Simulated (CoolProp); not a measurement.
R1233zd(E) along the isotherm 450 K: Z from the reference equation and from simpler models built on Tc = 438.9 K, pc = 3583 kPa, ω = 0.304; each cubic takes its own stable root.

Values from CoolProp's reference Helmholtz-energy equation of state, Akasaka 2022.

```csv
p (kPa),phase,reference
1120,gas,0.8910
2240,gas,0.7622
3360,gas,0.5890
4480,supercritical,0.2674
5600,supercritical,0.2667
6720,supercritical,0.2978
7840,supercritical,0.3325
8960,supercritical,0.3681
```

Problem. How far does each simpler model (Redlich-Kwong, Peng-Robinson) lie from the reference over these 8 states: mean and median of the absolute difference, and the worst?

Solution. 
- Redlich-Kwong: mean 10.4 %, median 14.9 %, worst +18.8 % at 450 K and 5600 kPa
- Peng-Robinson: mean 6.2 %, median 5.3 %, worst +15.5 % at 450 K and 4480 kPa
